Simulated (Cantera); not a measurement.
## Gas-phase reforming

A perfectly stirred reactor is fed with CH4 : H2O : H2 = 1 : 35 : 0.43 (molar parts), at 750 Torr; it is held at 1575 K, and followed from long to short residence time.

Cantera simulation using GRI-Mech 3.0 (53 species, 325 reactions); the numbers are that mechanism's predictions, not measurements.

```tsv
τ (s)	x CH4	x H2O	x H2	x O	x CH2O
1.2	0.00860	0.902	0.0726	5.09e-10	2.13e-6
0.54	0.0113	0.916	0.0593	5.61e-10	3.47e-6
0.25	0.0142	0.929	0.0465	6.27e-10	5.33e-6
0.11	0.0173	0.941	0.0344	7.13e-10	7.88e-6
0.051	0.0204	0.950	0.0256	8.06e-10	1.04e-5
0.023	0.0231	0.955	0.0192	8.96e-10	1.26e-5
0.010	0.0252	0.958	0.0153	9.50e-10	1.35e-5
0.0047	0.0263	0.960	0.0134	9.32e-10	1.26e-5
0.0022	0.0269	0.960	0.0124	8.26e-10	9.83e-6
0.00098	0.0272	0.961	0.0120	6.08e-10	5.42e-6
0.00044	0.0273	0.961	0.0119	3.43e-10	1.80e-6
```
x: mole fraction; the columns are a selection and need not sum to one.
